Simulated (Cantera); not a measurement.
Charge: 1 mol SiC, 0.088 mol CO2, 2 mol N2, 0.0036 mol H2O, held at 1825 °C and 0.100 bar.

Equilibrium computed with Cantera from the NASA thermochemical tables; the gas is ideal and each condensed phase is pure. Candidate condensed phases: C, C6H6, C7H8, C8H18, H2O, Si, SiC, SiO2, Si2N2O, Si3N4; 151 gas species. The tables' values for SiN are old estimates; treat these amounts as uncertain. The numbers say what is thermodynamically allowed, not how fast it happens.

Base state: N2 0.915, CO 0.0615, SiO 0.0207, H2 0.00139, Si 0.000546, H 0.000363, HCN 0.000141, SiN 3.44e-5 (mole fractions); condensed: SiC(s).

Question: What changes in the equilibrium state with this change: pressure from 0.100 bar to 0.000720 bar?

Answer: 
```
species        before     after
-----------  --------  --------
N2              0.915     0.885
CO             0.0615    0.0752
Si           0.000546    0.0310
SiO            0.0207   0.00424
SiC2          1.20e-6  0.000406
Si2C          2.22e-5   0.00126
CN            1.07e-6   3.03e-5
SiC(s), mol     0.953     0.913
```

Question: What changes in the equilibrium state with this change: SiC replaced by Si?

Answer: 
| species | before | after |
|---|---|---|
| N2 | 0.915 | 0.914 |
| SiO | 0.0207 | 0.0541 |
| CO | 0.0615 | 0.0281 |
| Si2 | 2.96e-6 | 1.69e-5 |
| Si2N | 1.73e-5 | 9.90e-5 |
| Si | 0.000546 | 0.00131 |
| Si2C | 2.22e-5 | 5.30e-5 |
| SiC(s), mol | 0.953 | 0.0264 |
| Si(l), mol | 0 | 0.852 |
Mutual solubility and eutectic melting of coexisting phases are not modelled.
